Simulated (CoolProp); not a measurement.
Vapour-liquid equilibrium of n-heptane (1) + n-dodecane (2) at 5.81 kPa; x and y are mole fractions of (1).

Model: multi-fluid Helmholtz-energy mixture model, Span 2003 and Lemmon 2004; pair parameters Bell 2016, in CoolProp.

```json
[
 {"x": "0.05", "bubble temperature (K)": "…", "y at the bubble point": "0.731", "dew temperature at overall composition x (K)": "396.0", "liquid density (mol/L)": "4.145"},
 {"x": "0.2", "bubble temperature (K)": "…", "y at the bubble point": "0.969", "dew temperature at overall composition x (K)": "…", "liquid density (mol/L)": "4.559"},
 {"x": "0.35", "bubble temperature (K)": "318.7", "y at the bubble point": "0.990", "dew temperature at overall composition x (K)": "…", "liquid density (mol/L)": "4.914"},
 {"x": "0.5", "bubble temperature (K)": "310.7", "y at the bubble point": "0.996", "dew temperature at overall composition x (K)": "381.4", "liquid density (mol/L)": "5.278"},
 {"x": "0.65", "bubble temperature (K)": "305.4", "y at the bubble point": "0.998", "dew temperature at overall composition x (K)": "…", "liquid density (mol/L)": "5.672"},
 {"x": "0.8", "bubble temperature (K)": "301.5", "y at the bubble point": "0.999", "dew temperature at overall composition x (K)": "363.0", "liquid density (mol/L)": "6.111"},
 {"x": "0.95", "bubble temperature (K)": "298.2", "y at the bubble point": "1.000", "dew temperature at overall composition x (K)": "339.8", "liquid density (mol/L)": "6.608"}
]
```

Q: Complete the blanks.

A: 
- 0.05, bubble temperature (K): 368.7
- 0.2, bubble temperature (K): 332.9
- 0.2, dew temperature at overall composition x (K): 391.9
- 0.35, dew temperature at overall composition x (K): 387.2
- 0.65, dew temperature at overall composition x (K): 373.9

No azeotrope shows between x = 0.05 and 0.95.

The pair parameters rest on a limited set of measurements; away from them the model extrapolates. The gap from Raoult's law changes sign with composition, which may be real or a fault of the pair parameters; it wasn't checked against measurements.
